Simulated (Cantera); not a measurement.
Input: 1 mol TEOS, 0.31 mol N2O, 0.76 mol H2, equilibrated at 11000 Pa.

Cantera equilibrium calculation (NASA polynomials, part measured and part estimated; ideal gas, pure solids and liquids). Candidate condensed phases: C, C6H6, C7H8, C8H18, H2O, Si, SiC, SiO2, Si2N2O, Si3N4; 151 gas species. The feed counts by its element totals alone. Mutual solubility and eutectic melting of coexisting phases are not modelled. The tables hold silica as quartz up to 1696 K and as liquid above; real silica turns to tridymite and cristobalite and melts near 1996 K. The numbers say what is thermodynamically allowed, not how fast it happens.

x: gas mole fraction; n: condensed amount in mol.

```tsv
T (°C)	x H2	x CO	x N2	x SiO	n C(graphite)	n SiO2(β-quartz)	n Si2N2O(s)	n SiC(s)
1152	0.784	0.205	0.0105	2.31e-5	5.19	0.669	0.165	0
1202	0.773	0.224	0.00306	0.000147	4.88	0.464	0.267	0
1252	0.726	0.271	(withheld)	(withheld)	(withheld)	0	0.278	(withheld)
1302	0.712	0.275	0.0112	0.000728	3.13	0	0.140	0.708
1352	0.699	0.279	0.0200	(withheld)	2.71	0	0	0.986
1402	0.699	0.279	0.0200	0.00105	2.71	0	0	0.984
1452	0.699	0.279	0.0199	0.00124	2.72	0	0	0.981
1502	0.698	0.279	0.0198	0.00144	2.72	0	0	0.978
```

Some entries are withheld; supply them.


- 1252, x N2: 0.00211
- 1252, x SiO: 0.000590
- 1252, n C(graphite): 3.54
- 1252, n SiC(s): 0.435
- 1352, x SiO: 0.000887
